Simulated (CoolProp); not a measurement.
Vapour-liquid equilibrium of CF4 (R14) (1) + CHF3 (R23) (2) at -71.35 °C; x and y are mole fractions of (1).

Computed with CoolProp (multi-fluid Helmholtz-energy mixture model, Platzer 1990 and Penoncello 2003; pair parameters Bell 2016). This equation is an older, rougher fit; its heat capacities, sound speeds and derivatives of the liquid may be far off and weren't checked against measurements.

```json
[
 {"x": "0.05", "bubble pressure (kPa)": "380.0", "y at the bubble point": "0.523", "dew pressure at overall composition x (kPa)": "190.6", "liquid density (mol/L)": "19.72"},
 {"x": "0.2", "bubble pressure (kPa)": "820.4", "y at the bubble point": "0.785", "dew pressure at overall composition x (kPa)": "226.8", "liquid density (mol/L)": "18.72"},
 {"x": "0.35", "bubble pressure (kPa)": "1073", "y at the bubble point": "0.842", "dew pressure at overall composition x (kPa)": "279.1", "liquid density (mol/L)": "17.73"},
 {"x": "0.5", "bubble pressure (kPa)": "1219", "y at the bubble point": "0.869", "dew pressure at overall composition x (kPa)": "362.3", "liquid density (mol/L)": "16.76"},
 {"x": "0.65", "bubble pressure (kPa)": "1330", "y at the bubble point": "0.891", "dew pressure at overall composition x (kPa)": "515.2", "liquid density (mol/L)": "15.82"},
 {"x": "0.8", "bubble pressure (kPa)": "1452", "y at the bubble point": "0.921", "dew pressure at overall composition x (kPa)": "878.1", "liquid density (mol/L)": "14.93"},
 {"x": "0.95", "bubble pressure (kPa)": "1601", "y at the bubble point": "0.974", "dew pressure at overall composition x (kPa)": "1542", "liquid density (mol/L)": "14.16"}
]
```

No azeotrope shows between x = 0.05 and 0.95.

Pair parameters are fitted to limited data, so mixtures are less certain than the pure fluids. With so large a gap from Raoult's law the liquid may split in two, which this calculation doesn't test in full.
